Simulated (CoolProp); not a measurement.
Vapour-liquid equilibrium of propylene (1) + n-heptane (2) at 0.159 MPa; x and y are mole fractions of (1).

The numbers come from the multi-fluid Helmholtz-energy mixture model, Lemmon 2013 and Span 2003; pair parameters Bell 2016 in CoolProp.

```csv
x,bubble temperature (K),y at the bubble point,dew temperature at overall composition x (K),liquid density (mol/L)
0.05,344.7,0.732,___,6.540
0.2,280.1,0.987,379.3,7.735
0.35,258.9,___,372.0,8.679
0.5,249.3,0.999,363.3,9.654
0.65,244.1,0.999,352.4,10.75
0.8,___,1.000,336.8,12.03
0.95,237.2,1.000,___,13.59
```

Problem. Fill in the missing entries.

Solution. 
- 0.05, dew temperature at overall composition x (K): 385.7
- 0.35, y at the bubble point: 0.997
- 0.8, bubble temperature (K): 240.6
- 0.95, dew temperature at overall composition x (K): 304.7

No azeotrope shows between x = 0.05 and 0.95.

The pair parameters rest on a limited set of measurements; away from them the model extrapolates. The gap from Raoult's law changes sign with composition, which may be real or a fault of the pair parameters; it wasn't checked against measurements.
